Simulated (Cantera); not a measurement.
What does this Cantera script print?

```python
import numpy as np
import cantera as ct

gas_names = """
    NO NbO2 NO2
""".split()
cond_names = """
    Nb(cr) Nb(L)
""".split()


# ... load() reads the species with a 1 bar reference pressure and builds the phases ...
species = {s.name: s for s in load("nasa_gas.yaml", gas_names) + load("nasa_condensed.yaml", cond_names)}
# Each term lists the table entries of one substance; the one whose range holds T is used.
reactions = {
    '2 NO(g) + NbO2(g) = 2 NO2(g) + Nb':
        [(-2, ['NO']), (-1, ['NbO2']), (2, ['NO2']), (1, ['Nb(cr)', 'Nb(L)'])],
}


def pick(names, T):
    return next(species[n] for n in names if species[n].thermo.min_temp <= T <= species[n].thermo.max_temp)


results = []
for label, terms in reactions.items():
    print(label)
    print("     T/K   dH/kJ  dS/(J/K)   dG/kJ   log10 K")
    for T in [300, 1875, 1925, 1975, 2025, 2075, 2125]:
        used = [(nu, pick(names, T)) for nu, names in terms]
        dH = sum(nu * s.thermo.h(T) for nu, s in used) / 1e6
        dS = sum(nu * s.thermo.s(T) for nu, s in used) / 1e3
        dG = dH - T * dS / 1e3
        logK = -dG * 1e6 / (ct.gas_constant * T * np.log(10))
        results.append((label, T, dH, dS, dG, logK, [s.name for _, s in used]))
        print(f"{T:8g} {dH:8.1f} {dS:8.1f} {dG:8.1f} {logK:8.2f}")
```

Output:

```
2 NO(g) + NbO2(g) = 2 NO2(g) + Nb
     T/K   dH/kJ  dS/(J/K)   dG/kJ   log10 K
     300     85.8   -177.6    139.1   -24.22
    1875    101.0   -165.6    411.5   -11.46
    1925    101.9   -165.1    419.8   -11.39
    1975    102.8   -164.7    428.0   -11.32
    2025    103.7   -164.2    436.2   -11.25
    2075    104.7   -163.7    444.4   -11.19
    2125    105.7   -163.2    452.6   -11.13
```

Standard-state values (1 bar) from the NASA 1993 polynomials, evaluated with Cantera. Condensed species are held in their standard states even where they would react or evaporate.
